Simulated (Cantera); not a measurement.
A perfectly stirred reactor is fed with H2 : O2 : N2 = 1.1 : 1 : 11 (molar parts), at 0.257 atm; it is held at 1150 K, and followed from long to short residence time.

Computed with Cantera and GRI-Mech 3.0 (53 species, 325 reactions). The temperature is held fixed by assumption; the heat of reaction is taken as removed at once.

One state of this run: x H2 = 0.0143; x O2 = 0.0435; x H2O2 = 8.39e-7; x NO2 = 1.27e-10; x NO = 2.23e-6; x O = 0.00372. x: mole fraction; the columns are a selection and need not sum to one.

**Question.** Which value of τ (s) does it belong to?
A. 0.026
B. 1.2
C. 0.00059
D. 0.0021

**Answer.** C, 0.00059
